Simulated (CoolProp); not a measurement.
The numbers come from the reference Helmholtz-energy equation of state, Lemmon 2006 in CoolProp. It is a short technical equation, of lower accuracy than the large ones.

Q: For n-decane, give the phase and the speed of sound (m/s), Joule-Thomson coefficient (K/MPa), viscosity (µPa s), conductivity (mW/(m K)) at 279.15 °C and 0.026 MPa.

A: 
- 279.15 °C and 0.026 MPa: gas; speed of sound 180, Joule-Thomson coefficient 12.1, viscosity 9.53, conductivity 33.0

Viscosity comes from a separate model (Huber 2004). Thermal conductivity comes from a separate model (Huber 2005).
